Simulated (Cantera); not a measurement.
A perfectly stirred reactor is fed with CH4 : H2O : H2 = 1 : 4.2 : 1.4 (molar parts), at 1.40 bar; it is held at 1648 K, and followed from long to short residence time.

Model: GRI-Mech 3.0 (53 species, 325 reactions), integrated in Cantera.

x: mole fraction; the columns are a selection and need not sum to one.

```json
[
 {"τ (s)": "3.6", "x CH4": "0.0183", "x H2O": "0.406", "x H2": "0.479", "x C2H2": "0.00696", "x OH": "1.97e-6"},
 {"τ (s)": "1.7", "x CH4": "0.0249", "x H2O": "0.433", "x H2": "0.454", "x C2H2": "0.0119", "x OH": "2.14e-6"},
 {"τ (s)": "0.81", "x CH4": "0.0329", "x H2O": "0.467", "x H2": "0.424", "x C2H2": "0.0178", "x OH": "2.37e-6"},
 {"τ (s)": "0.38", "x CH4": "0.0427", "x H2O": "0.504", "x H2": "0.389", "x C2H2": "0.0235", "x OH": "2.62e-6"},
 {"τ (s)": "0.18", "x CH4": "0.0549", "x H2O": "0.539", "x H2": "0.353", "x C2H2": "0.0269", "x OH": "2.87e-6"},
 {"τ (s)": "0.086", "x CH4": "0.0699", "x H2O": "0.568", "x H2": "0.321", "x C2H2": "0.0267", "x OH": "3.07e-6"},
 {"τ (s)": "0.040", "x CH4": "0.0883", "x H2O": "0.591", "x H2": "0.290", "x C2H2": "0.0227", "x OH": "3.22e-6"},
 {"τ (s)": "0.019", "x CH4": "(withheld)", "x H2O": "0.608", "x H2": "(withheld)", "x C2H2": "(withheld)", "x OH": "3.32e-6"},
 {"τ (s)": "0.0090", "x CH4": "(withheld)", "x H2O": "0.620", "x H2": "0.244", "x C2H2": "(withheld)", "x OH": "3.39e-6"}
]
```

Task: What belongs in the gaps?

Result: 
- 0.019, x CH4: 0.107
- 0.019, x H2: 0.264
- 0.019, x C2H2: 0.0165
- 0.0090, x CH4: 0.123
- 0.0090, x C2H2: 0.0102
